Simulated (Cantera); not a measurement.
An isothermal, constant-pressure homogeneous reactor starts with C2H6 : N2 = 1 : 13 (molar parts), at 1800 K and 2000 Pa. Integrator tolerance rtol = 1e-08.

Computed with Cantera and GRI-Mech 3.0 (53 species, 325 reactions). GRI-Mech 3.0 stops at C3 and has no aromatics, soot or wall deposition, so with more carbon than oxygen in the feed, carbon stays in small species such as C2H2 where larger ones or solid carbon would form. Radical loss at walls, strong at low pressure, is not modelled.

Task: What does this change do: pressure from 2000 Pa to 13300 Pa?

Result: 
```
quantity                                              before                                      after
-----------------  -----------------------------------------  -----------------------------------------
x(C2H6) at 10.0 s  2.38e-11 (gas-phase equilibrium 4.13e-12)  5.00e-10 (gas-phase equilibrium 1.84e-10)
x(C2H2) at 10.0 s      0.0624 (gas-phase equilibrium 0.0222)      0.0624 (gas-phase equilibrium 0.0222)
x(C2H) at 10.0 s     3.94e-6 (gas-phase equilibrium 1.40e-6)    1.53e-6 (gas-phase equilibrium 5.42e-7)
x(C2H4) at 10.0 s    3.61e-6 (gas-phase equilibrium 1.28e-6)    2.41e-5 (gas-phase equilibrium 8.56e-6)
x(CH4) at 10.0 s     2.01e-5 (gas-phase equilibrium 7.55e-6)    8.24e-5 (gas-phase equilibrium 5.05e-5)
```

Task: What does this change do: 0.57 parts H2O added?

Result: 
| quantity | before | after |
|---|---|---|
| x(C2H6) at 10.0 s | 2.38e-11 (gas-phase equilibrium 4.13e-12) | 1.43e-9 (gas-phase equilibrium 4.11e-12) |
| x(C2H2) at 10.0 s | 0.0624 (gas-phase equilibrium 0.0222) | 0.0416 (gas-phase equilibrium 0.0124) |
| x(C2H) at 10.0 s | 3.94e-6 (gas-phase equilibrium 1.40e-6) | 2.23e-6 (gas-phase equilibrium 6.80e-7) |
| x(C2H4) at 10.0 s | 3.61e-6 (gas-phase equilibrium 1.28e-6) | 3.29e-6 (gas-phase equilibrium 9.57e-7) |
| x(CH4) at 10.0 s | 2.01e-5 (gas-phase equilibrium 7.55e-6) | 0.000198 (gas-phase equilibrium 8.69e-6) |

Task: What does this change do: temperature 1800 to 1150 K?

Result: 
```
quantity                                              before                                      after
-----------------  -----------------------------------------  -----------------------------------------
x(C2H6) at 10.0 s  2.38e-11 (gas-phase equilibrium 4.13e-12)    2.93e-5 (gas-phase equilibrium 9.98e-7)
x(C2H2) at 10.0 s      0.0624 (gas-phase equilibrium 0.0222)      0.0236 (gas-phase equilibrium 0.0295)
x(C2H) at 10.0 s     3.94e-6 (gas-phase equilibrium 1.40e-6)  1.55e-11 (gas-phase equilibrium 5.27e-12)
x(C2H4) at 10.0 s    3.61e-6 (gas-phase equilibrium 1.28e-6)     0.0361 (gas-phase equilibrium 0.00168)
x(CH4) at 10.0 s     2.01e-5 (gas-phase equilibrium 7.55e-6)      0.0115 (gas-phase equilibrium 0.0137)
```
